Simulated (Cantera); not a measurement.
Feed: 1 mol CO₂, 0.27 mol SO₂, equilibrated at 10.0 Torr.

Method: chemical equilibrium by Gibbs-energy minimisation in Cantera with the NASA 1993 tables (ideal gas, pure condensed phases). Candidate condensed phases: C, S; 22 gas species. Kinetics and transport are ignored.

x: gas mole fraction; nothing condenses.

```
T (K)   x CO₂       x O    x CO   x SO₂    x O₂     x SO       x S
-----  ------  --------  ------  ------  ------  -------  --------
1973    0.725  0.000703  0.0441   0.206  0.0224  0.00138   3.17e-6
2123    0.657   0.00303  0.0920   0.199  0.0462  0.00340   1.79e-5
2273    0.551    0.0104   0.164   0.186  0.0808  0.00741   8.33e-5
2423    0.417    0.0293   0.253   0.166   0.119   0.0146  0.000336
2573    0.279    0.0686   0.337   0.139   0.149   0.0262   0.00121
2723    0.165     0.135   0.394   0.105   0.155   0.0422   0.00390
2873        ?         ?   0.416       ?       ?        ?         ?
3023        ?         ?   0.410       ?       ?        ?         ?
3173   0.0184     0.419   0.393  0.0124  0.0593   0.0531    0.0453
```

Task: Fill in the missing entries.

Result: 
- 2873, x CO₂: 0.0861
- 2873, x O: 0.228
- 2873, x SO₂: 0.0668
- 2873, x O₂: 0.134
- 2873, x SO: 0.0578
- 2873, x S: 0.0109
- 3023, x CO₂: 0.0409
- 3023, x O: 0.330
- 3023, x SO₂: 0.0332
- 3023, x O₂: 0.0970
- 3023, x SO: 0.0633
- 3023, x S: 0.0250
